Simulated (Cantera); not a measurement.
A Cantera script and its output.

```python
import numpy as np
import cantera as ct

gas = ct.Solution("gri30.yaml")
gas.TPX = 548, 120000, {'CH4': 1, 'O2': 2.47, 'N2': 9.28}
inlet = ct.Reservoir(gas, clone=True)
gas.equilibrate("HP")  # start burning
reactor = ct.IdealGasConstPressureReactor(gas, energy="on", clone=False)
exhaust = ct.Reservoir(gas, clone=True)
tau = [0.039, 0.015, 0.0058, 0.0022, 0.00084, 0.00032, 0.00012, 4.7e-05, 1.8e-05, 6.9e-06][0]
for a, b in ((inlet, reactor), (reactor, exhaust)):
    ct.MassFlowController(a, b, mdot=lambda t: reactor.mass / tau)
net = ct.ReactorNet([reactor])
show = ['CH4', 'O2', 'OH', 'CH2O', 'C2H2', 'CH3', 'NO']

rows = []
print(f"{'tau/s':>10s}{'T/K':>9s}" + "".join(f"{s:>11s}" for s in show))
for tau in [0.039, 0.015, 0.0058, 0.0022, 0.00084, 0.00032, 0.00012, 4.7e-05, 1.8e-05, 6.9e-06]:
    net.initial_time = 0.0
    net.advance(30 * tau)
    before = gas.X
    net.advance(40 * tau)
    drift = np.max(np.abs(gas.X - before) / (gas.X + 1e-9))
    rows.append([gas.T, *gas[show].X, drift])
    print(f"{tau:10.3e}{gas.T:9.1f}" + "".join(f"{x:11.3e}" for x in gas[show].X))
```

It prints:

```
     tau/s      T/K        CH4         O2         OH       CH2O       C2H2        CH3         NO
 3.900e-02   2170.3  6.139e-06  3.708e-02  4.103e-03  1.009e-06  5.239e-10  2.528e-06  6.534e-04
 1.500e-02   2156.1  1.308e-05  3.769e-02  4.731e-03  2.178e-06  1.726e-09  5.202e-06  3.652e-04
 5.800e-03   2129.1  2.591e-05  3.867e-02  5.679e-03  4.317e-06  4.200e-09  9.689e-06  2.166e-04
 2.200e-03   2085.2  5.114e-05  4.025e-02  6.826e-03  8.282e-06  8.977e-09  1.746e-05  1.294e-04
 8.400e-04   2024.3  1.041e-04  4.252e-02  7.856e-03  1.583e-05  1.968e-08  3.172e-05  7.839e-05
 3.200e-04   1946.7  2.305e-04  4.575e-02  8.426e-03  3.188e-05  5.228e-08  6.123e-05  4.754e-05
 1.200e-04   1850.6  6.107e-04  5.121e-02  8.056e-03  7.397e-05  2.111e-07  1.368e-04  2.604e-05
 4.700e-05    548.0  7.843e-02  1.937e-01  2.793e-24  1.946e-16  2.431e-18  8.476e-18  4.945e-19
 1.800e-05    548.0  7.843e-02  1.937e-01  3.452e-27 -1.118e-19 -1.397e-21  1.352e-20 -2.841e-22
 6.900e-06    548.0  7.843e-02  1.937e-01  1.630e-27 -5.301e-21 -6.621e-23  7.351e-21 -1.347e-23
```

Cantera simulation using GRI-Mech 3.0 (53 species, 325 reactions); the numbers are that mechanism's predictions, not measurements.
